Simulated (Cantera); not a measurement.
Equilibrium for oxide etching and cleaning by halides: MgO + HF + O2 + NF3

Charge: 1 mol MgO, 33 mol HF, 0.29 mol O2, 2.7 mol NF3, equilibrated at 0.00133 bar.

Method: chemical equilibrium by Gibbs-energy minimisation in Cantera with the NASA 1993 tables (ideal gas, pure condensed phases). Candidate condensed phases: H2O, Mg, MgF2, MgO, Mg(OH)2; 50 gas species. The numbers say what is thermodynamically allowed, not how fast it happens.

From 1050 °C to 1175 °C the condensed part is MgF2(s). From 1200 °C to 1350 °C nothing is condensed. The main Mg-bearing gas is MgF2 throughout.

```tsv
T (°C)	x HF	x F	x N2	x MgF2	x O2	n MgF2(s)
1050	0.800	0.148	0.0327	0.000758	0.0191	0.969
1075	0.799	0.148	0.0327	0.00143	0.0191	0.941
1100	0.798	0.148	0.0326	0.00262	0.0191	0.892
1125	0.796	0.147	0.0326	0.00470	0.0190	0.805
1150	0.794	0.147	0.0324	0.00826	0.0190	0.656
1175	0.789	0.146	0.0322	0.0142	0.0189	0.405
1200	0.781	0.144	0.0319	0.0237	0.0187	0
1225	0.781	0.144	0.0319	0.0237	0.0187	0
1250	0.781	0.144	0.0319	0.0237	0.0187	0
1275	0.781	0.144	0.0319	0.0237	0.0186	0
1300	0.781	0.144	0.0319	0.0237	0.0186	0
1325	0.781	0.144	0.0319	0.0237	0.0186	0
1350	0.781	0.144	0.0319	0.0237	0.0186	0
```
x: gas mole fraction; n: condensed amount in mol.
